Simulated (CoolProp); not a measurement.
trans-2-butene at 428.2 K and 9.71 MPa is throttled through a valve to 4.07 MPa with no heat exchange. Each further row changes one setting.

Model: reference Helmholtz-energy equation of state, Lemmon 2005, in CoolProp. It is a short technical equation, of lower accuracy than the large ones.

```tsv
case	temperature change (K)	final phase	final density (kg/m³)
as stated	-7.3	liquid	(withheld)
outlet pressure 1.22 MPa	-65.5	two-phase, vapour fraction 0.618	(withheld)
outlet pressure 5.29 MPa	-4.6	liquid	(withheld)
```

Complete the blanks.


- as stated, final density (kg/m³): 382
- outlet pressure 1.22 MPa, final density (kg/m³): 45.9
- outlet pressure 5.29 MPa, final density (kg/m³): 400
